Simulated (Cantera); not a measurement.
A Cantera script and its output.

```python
import numpy as np
import cantera as ct

gas = ct.Solution("gri30.yaml")
gas.TPX = 625, 100000, {'CH4': 0.77, 'O2': 1.43, 'N2': 5.37}
flame = ct.FreeFlame(gas, width=0.04)
flame.set_refine_criteria(ratio=3, slope=0.08, curve=0.16)
flame.transport_model = "mixture-averaged"
flame.solve(loglevel=0, auto=True)
z, T = flame.grid, flame.T
thick = (T[-1] - T[0]) / np.gradient(T, z).max()
show = ['CH4', 'O2', 'C2H2', 'NO', 'CH2', 'N2O']
print(f"laminar burning velocity  {flame.velocity[0] * 100:.3f} cm/s")
print(f"burnt temperature         {T[-1]:.1f} K")
print(f"thermal thickness         {thick * 1e3:.4f} mm")
print(f"grid points               {len(z)}")
z0 = z[flame.heat_release_rate.argmax()]
print(f"{'z/mm':>9s}{'T/K':>9s}{'u/(m/s)':>9s}" + "".join(f"{s:>11s}" for s in show))
rows = []
for k in (-3, -2, -1.5, -1, -0.5, -0.25, 0, 0.25, 0.5, 1, 2, 4, 8):
    zz = z0 + k * thick
    rows.append([k * thick, np.interp(zz, z, T), np.interp(zz, z, flame.velocity),
                 *(np.interp(zz, z, flame.X[gas.species_index(s)]) for s in show)])
    print(f"{rows[-1][0] * 1e3:9.3f}{rows[-1][1]:9.1f}{rows[-1][2]:9.3f}" + "".join(f"{x:11.3e}" for x in rows[-1][3:]))
```

Output:

```
laminar burning velocity  142.513 cm/s
burnt temperature         2398.3 K
thermal thickness         0.3200 mm
grid points               151
     z/mm      T/K  u/(m/s)        CH4         O2       C2H2         NO        CH2        N2O
   -0.960    625.1    1.427  1.016e-01  1.887e-01  1.616e-09  2.579e-10  4.870e-18  1.396e-13
   -0.640    626.4    1.433  1.013e-01  1.882e-01  3.041e-08  3.640e-09  9.594e-15  2.895e-12
   -0.480    632.9    1.452  1.004e-01  1.873e-01  2.423e-07  2.323e-08  1.484e-12  2.505e-11
   -0.320    682.9    1.577  9.632e-02  1.831e-01  2.982e-06  2.238e-07  7.786e-10  3.471e-10
   -0.160   1050.4    2.466  7.019e-02  1.524e-01  4.744e-05  2.708e-06  4.759e-07  6.274e-09
   -0.080   1459.5    3.470  3.900e-02  1.107e-01  1.494e-04  6.895e-06  1.498e-05  1.894e-08
    0.000   1845.4    4.432  9.886e-03  6.155e-02  2.732e-04  1.486e-05  8.299e-05  4.145e-08
    0.080   2013.4    4.842  8.766e-04  3.178e-02  7.060e-05  2.580e-05  3.224e-05  6.492e-08
    0.160   2056.6    4.931  3.961e-05  2.078e-02  3.594e-06  3.367e-05  2.181e-06  7.934e-08
    0.320   2096.9    5.001  8.213e-08  1.538e-02  5.121e-09  4.088e-05  5.357e-09  8.334e-08
    0.640   2148.4    5.100  1.723e-11  1.296e-02  8.356e-13  4.890e-05  1.350e-12  8.270e-08
    1.280   2212.9    5.231  1.106e-15  1.074e-02  5.144e-18  6.285e-05  1.245e-15  8.561e-08
    2.560   2282.2    5.370  7.305e-16  8.260e-03  9.696e-20  8.824e-05  9.679e-16  9.139e-08
```

Cantera simulation using GRI-Mech 3.0 (53 species, 325 reactions); the numbers are that mechanism's predictions, not measurements. Burning velocities carry a grid error of a few per cent, more on coarse grids.
